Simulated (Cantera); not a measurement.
Feed: 1 mol FeS₂, 1300 mol H₂, 13 mol N₂, at 1875 °C and 2.90 mbar.

Method: chemical equilibrium by Gibbs-energy minimisation in Cantera with the NASA 1993 tables (ideal gas, pure condensed phases). Candidate condensed phases: Fe, FeS, FeS₂, S; 16 gas species. The numbers say what is thermodynamically allowed, not how fast it happens.

Base state: H₂ 0.914, H 0.0740, N₂ 0.00952, S 0.000792, Fe 0.000732, SH 0.000504, H₂S 0.000109, S₂ 2.95e-5 (mole fractions); condensed: gas only.

### Question
What changes in the equilibrium state with this change: temperature from 1875 °C to 1102 °C?

### Answer
| species | before | after |
|---|---|---|
| H₂ | 0.914 | 0.989 |
| N₂ | 0.00952 | 0.00990 |
| H₂S | 0.000109 | 0.00146 |
| H | 0.0740 | 6.33e-5 |
| Fe | 0.000732 | 2.83e-6 |
| S | 0.000792 | 6.04e-7 |
| SH | 0.000504 | 3.65e-5 |
| Fe(γ), mol | 0 | 0.996 |

### Question
What changes in the equilibrium state with this change: H₂ from 1300 to 110 mol?

### Answer
```json
[
 {"species": "H₂", "before": "0.914", "after": "0.809"},
 {"species": "N₂", "before": "0.00952", "after": "0.100"},
 {"species": "H", "before": "0.0740", "after": "0.0696"},
 {"species": "Fe", "before": "0.000732", "after": "0.00770"},
 {"species": "S₂", "before": "2.95e-5", "after": "0.00204"},
 {"species": "S", "before": "0.000792", "after": "0.00658"},
 {"species": "SH", "before": "0.000504", "after": "0.00394"},
 {"species": "H₂S", "before": "0.000109", "after": "0.000798"}
]
```
